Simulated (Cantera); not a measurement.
Input (Python, Cantera) and output of one run.

```python
import numpy as np
import cantera as ct

gas_names = """
    Br Br2 H HBr H2 Si SiBr SiBr2 SiBr3 SiBr4 SiH SiHBr3 SiH2 SiH2Br2 SiH3 SiH3Br SiH4 Si2 Si3
""".split()
cond_names = """
    Br2(cr) Br2(L) Si(cr) Si(L)
""".split()


# ... load() reads the species with a 1 bar reference pressure and builds the phases ...
atoms = {
    'Si': {'Si': 1},
    'HBr': {'H': 1, 'Br': 1},
    'H2': {'H': 2},
}
top_T = {}  # K; cautious upper limits of use, not melting points


# ... equilibrate(T, P, feed) seeds the gas with the atoms and calls Mixture.equilibrate('TP', solver="vcs", rtol=1e-11, max_steps=5000) ...
results = []
T = 825  # K
P = 98000  # Pa
for m in [3.4, 4.6, 6.3, 8.5, 12, 16, 21]:
    feed = {'Si': 1, 'HBr': m, 'H2': 4.3}  # mol
    mix = equilibrate(T, P, feed)
    results.append((T, P, feed, dict(zip(mix.species_names, mix.species_moles))))

top = {s: max(r[3][s] / sum(r[3][g] for g in gas_names) for r in results) for s in gas_names}
cols = sorted((s for s in top if top[s] > 1e-06), key=lambda s: -top[s])[:5]
seen = [c for c in cond_names if any(r[3].get(c, 0) > 1e-12 for r in results)]
print("log10 of partial pressures in bar; condensed amounts in mol")
print(f"{'n(HBr)':>10s}" + "".join(f"{s[:9]:>10s}" for s in cols + seen))
for T, P, feed, n in results:
    ng = sum(n[g] for g in gas_names)
    print(f"{feed['HBr']:10.4g}" + "".join(f"{np.log10(max(n[s] / ng * P / 1e5, 1e-99)):10.3f}" for s in cols)
          + "".join(f"{n.get(c, 0):10.4g}" for c in seen))
```

Result:

```
log10 of partial pressures in bar; condensed amounts in mol
    n(HBr)        H2       HBr     SiBr4    SiHBr3   SiH2Br2    Si(cr)
       3.4    -0.070    -2.386    -0.963    -1.812    -2.990    0.1265
       4.6    -0.108    -1.123    -0.909    -3.058    -5.537         0
       6.3    -0.192    -0.629    -0.992    -3.719    -6.776         0
       8.5    -0.281    -0.427    -1.081    -4.099    -7.447         0
        12    -0.394    -0.290    -1.194    -4.462    -8.060         0
        16    -0.495    -0.215    -1.294    -4.738    -8.512         0
        21    -0.595    -0.164    -1.394    -4.990    -8.915         0
```

Equilibrium computed with Cantera from the NASA thermochemical tables; the gas is ideal and each condensed phase is pure. The tables' values for SiBr3 are old estimates; treat these amounts as uncertain.
